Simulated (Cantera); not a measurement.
Charge: 1 mol V2O5, 0.37 mol H2, 0.039 mol H2O, equilibrated at 1275 °C and 0.000260 bar.

Equilibrium computed with Cantera from the NASA thermochemical tables; the gas is ideal and each condensed phase is pure. Candidate condensed phases: H2O, V, VO, V2O3, V2O4, V2O5; 12 gas species. Condensed phases not in the tables: the oxides between V2O3 and V2O5 other than VO2. Kinetics and transport are ignored.

Base state: H2O 0.562, O2 0.433, OH 0.00263, VO2 0.00111, O 0.000312, H2 0.000187, H 2.61e-5 (mole fractions); condensed: V2O4(s).

**Question.** What changes in the equilibrium state with this change: H2 from 0.37 to 1900 mol?

**Answer.** 
| species | before | after |
|---|---|---|
| H2 | 0.000187 | 0.996 |
| H | 2.61e-5 | 0.00191 |
| H2O | 0.562 | 0.00160 |
| O2 | 0.433 | <1e-9 |
| VO2 | 0.00111 | 1.87e-6 |
| O | 0.000312 | <1e-9 |
| OH | 0.00263 | 1.02e-7 |
| V2O4(s), mol | 1.000 | 0 |
| VO(s), mol | 0 | 1.99 |
VO: taken at fixed stoichiometry.
